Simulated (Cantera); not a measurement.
Charge: 1 mol Si, a varied amount of HF, 1.2 mol H2, at 250 °C and 13.3 mbar.

Cantera equilibrium calculation (NASA polynomials, part measured and part estimated; ideal gas, pure solids and liquids). Candidate condensed phases: Si; 25 gas species. Rates play no part.

log p: log10 of the partial pressure in bar; n: condensed amount in mol.

```tsv
n(HF) (mol)	log p H2	log p HF	log p SiF4	log p SiHF3	log p SiH2F2	n Si(s)
1.1	-1.94	-12.54	-2.75	-4.39	-6.12	(withheld)
1.4	-1.95	-12.53	-2.69	-4.35	-6.10	(withheld)
1.9	-1.96	-12.52	-2.62	-4.31	-6.08	(withheld)
2.4	-1.97	-12.52	-2.58	-4.28	-6.07	(withheld)
3.2	-1.98	-12.51	-2.53	-4.25	-6.06	(withheld)
4.1	-2.00	-3.51	-2.51	-13.25	<-13	0
5.4	-2.12	-2.48	-2.62	<-13	<-13	0
```

Q: Complete the blanks.

A: 
- 1.1, n Si(s): 0.723
- 1.4, n Si(s): 0.648
- 1.9, n Si(s): 0.522
- 2.4, n Si(s): 0.397
- 3.2, n Si(s): 0.196
